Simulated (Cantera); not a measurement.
Feed: 1 mol Al, 0.0036 mol O2, 9.4 mol H2, equilibrated at 0.100 bar.

Equilibrium computed with Cantera from the NASA thermochemical tables; the gas is ideal and each condensed phase is pure. Candidate condensed phases: Al, Al2O3, H2O; 19 gas species. Mutual solubility and eutectic melting of coexisting phases are not modelled. The numbers say what is thermodynamically allowed, not how fast it happens.

Which condensed phases are stable at each of these points (T (°C)): 600, 650, 700, 750, 800, 850, 900, 950, 1000, 1050, 1100, 1150?


| T (°C) | condensed phases | Al condensed (%) |
|---|---|---|
| 600 | Al(s) + Al2O3(s) | 100.0 |
| 650 | Al(s) + Al2O3(s) | 100.0 |
| 700 | Al(l) + Al2O3(s) | 100.0 |
| 750 | Al(l) + Al2O3(s) | 100.0 |
| 800 | Al(l) + Al2O3(s) | 100.0 |
| 850 | Al(l) + Al2O3(s) | 100.0 |
| 900 | Al(l) + Al2O3(s) | 100.0 |
| 950 | Al(l) + Al2O3(s) | 100.0 |
| 1000 | Al(l) + Al2O3(s) | 100.0 |
| 1050 | Al(l) + Al2O3(s) | 100.0 |
| 1100 | Al(l) + Al2O3(s) | 100.0 |
| 1150 | Al(l) + Al2O3(s) | 99.9 |

From 600 °C to 650 °C the condensed part is Al(s) + Al2O3(s). From 700 °C to 1150 °C the condensed part is Al(l) + Al2O3(s).
